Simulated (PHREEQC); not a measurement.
**City or well water: speciation**

A made-up water analysis in mmol/kgw, 20 °C, pH 6.5, pe 11.3:

```csv
constituent,mmol/kgw
Na,0.436
K,0.716
Ca,0.158
Mg,7.54e-05
Cl,1.29
S(6),0.0731
Alkalinity (meq/kgw),0.0901
Li,0.000183
```

Cl is adjusted to close the charge balance.
Valence states are taken as typed.

Equilibrium calculation in PHREEQC: ion-association model, phreeqc.dat.

No solid was allowed to form.

Problem. Estimate the specific conductance.

Solution. specific conductance 173 µS/cm.

Problem. In which forms is S present?

Solution. SO4-2 98 %, CaSO4 1.8 % of the S.

Species that the database lacks are ignored.
